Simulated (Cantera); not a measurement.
## Premixed flame

A freely propagating, adiabatic, planar premixed flame of 50.2 % H₂, 10.4 % O₂, 39.3 % N₂, unburnt at 300 K and 0.210 bar; mixture-averaged transport, grid criteria slope 0.08 and curve 0.16, no radiation.

Computed with Cantera and the H2/O2 subset of GRI-Mech 3.0, which has no nitrogen chemistry. Burning velocities carry a grid error of a few per cent, more on coarse grids.

```csv
z (mm),T (K),u (m/s),x H₂,x O₂,x H₂O₂,x H,x O,x HO₂
-8.11,300,2.39,0.502,0.104,<1e-8,<1e-8,<1e-8,<1e-8
-5.41,300,2.39,0.502,0.104,<1e-8,<1e-8,<1e-8,<1e-8
-4.06,300,2.39,0.502,0.104,<1e-8,<1e-8,<1e-8,<1e-8
-2.70,300,2.39,0.502,0.104,<1e-8,<1e-8,<1e-8,1.43e-8
-1.35,321,2.55,0.499,0.105,1.09e-5,1.96e-5,1.96e-6,9.13e-5
-0.676,612,4.72,0.464,0.0977,3.27e-5,0.00768,0.000134,6.55e-5
0,989,7.44,0.377,0.0669,3.35e-7,0.0449,0.00160,2.08e-5
0.676,1228,9.21,0.293,0.0175,1.20e-7,0.0813,0.00180,4.98e-6
1.35,1326,9.91,0.273,0.00243,5.93e-8,0.0864,0.000609,6.51e-7
2.70,1416,10.5,0.276,0.000173,5.34e-8,0.0772,0.000335,4.34e-8
5.41,1513,11.2,0.285,0.000104,4.93e-8,0.0637,0.000286,2.47e-8
10.8,1612,11.8,0.295,7.39e-5,3.61e-8,0.0494,0.000212,1.73e-8
21.6,1703,12.4,0.304,4.43e-5,2.14e-8,0.0358,0.000131,1.09e-8
```
x: mole fraction of selected species; z is measured from the peak of heat release.

The laminar burning velocity comes out as 239 cm/s and the thermal thickness is 2.70 mm. The peak x(H₂O₂) is 5.38e-5. The peak x(H) is 0.0867. The peak x(O) comes out as 0.00227 and the peak x(HO₂) comes out as 0.000164.
